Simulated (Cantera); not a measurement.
Mixture: 32.0 % H2, 16.7 % O2, 51.3 % N2, at 330 Torr, adiabatic and at constant volume. Ignition delay is the time to a rise of 400 K.

Cantera simulation using the H2/O2 subset of GRI-Mech 3.0, which has no nitrogen chemistry; the numbers are that mechanism's predictions, not measurements. Below about 950 K walls govern HO2 and H2O2 in real vessels.

Problem. At T0 = 1125 K, what is the delay, and which 6 reactions control it most (d ln τ / d ln k, from doubling and halving each rate constant)?

Solution. The delay is 0.134 ms.
```csv
reaction,d ln τ / d ln k,faster rate
H + O2 <=> O + OH,-0.76,shortens it
H2 + O <=> H + OH,-0.15,shortens it
H2 + OH <=> H + H2O,-0.06,shortens it
H + HO2 <=> H2 + O2,-0.05,shortens it
H + O2 + N2 <=> HO2 + N2,0.02,lengthens it
H + O2 + M <=> HO2 + M,0.02,lengthens it
```
